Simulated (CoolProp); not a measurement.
Octamethyltrisiloxane (MDM) along the isobar 1.01 bar: Z from the reference equation and from simpler models built on Tc = 292.2 °C, pc = 14.38 bar, ω = 0.528; each cubic takes its own stable root.

Computed with CoolProp (reference Helmholtz-energy equation of state, Thol 2017).

```tsv
T (°C)	phase	reference
-53.65	liquid	0.01466
-42.75	liquid	0.01414
-31.85	liquid	0.01366
-20.95	liquid	0.01324
-10.05	liquid	0.01285
0.85	liquid	0.01249
11.75	liquid	0.01217
22.65	liquid	0.01188
33.55	liquid	0.01161
44.45	liquid	0.01137
55.35	liquid	0.01115
66.35	liquid	0.01095
77.25	liquid	0.01077
88.15	liquid	0.01060
99.05	liquid	0.01046
109.95	liquid	0.01033
```

Task: How far does each simpler model (van der Waals, Redlich-Kwong, Soave-Redlich-Kwong, Peng-Robinson) lie from the reference over these 16 states: mean and median of the absolute difference, and the worst?

Result: 
- van der Waals: mean 3284.5 %, median 77.0 %, worst +9053.9 % at 109.95 °C and 1.01 bar
- Redlich-Kwong: mean 18.2 %, median 18.1 %, worst +19.3 % at -53.65 °C and 1.01 bar
- Soave-Redlich-Kwong: mean 12.0 %, median 11.7 %, worst +15.6 % at -53.65 °C and 1.01 bar
- Peng-Robinson: mean 1.7 %, median 1.8 %, worst +3.3 % at -53.65 °C and 1.01 bar

At some of these states van der Waals gives the other phase, because its saturation line lies elsewhere.
